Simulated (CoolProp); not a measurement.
Properties of diethyl ether along the isotherm 233.65 °C.

The numbers come from the reference Helmholtz-energy equation of state, Thol 2014 in CoolProp.

```tsv
p (bar)	phase	density (kg/m³)	isothermal compressibility (1/MPa)	fugacity coefficient
16.9	gas	34.09	0.6883	0.8856
33.8	gas	83.63	0.4473	0.7730
50.7	supercritical	175.7	0.4492	0.6624
67.6	supercritical	318.3	0.1879	0.5616
84.5	supercritical	383.3	0.06600	0.4885
101	supercritical	415.8	0.03751	0.4394
118	supercritical	438.2	0.02558	0.4034
135	supercritical	455.0	0.01932	0.3770
152	supercritical	468.5	0.01551	0.3572
169	supercritical	479.9	0.01295	0.3422
186	supercritical	489.8	0.01111	0.3307
```
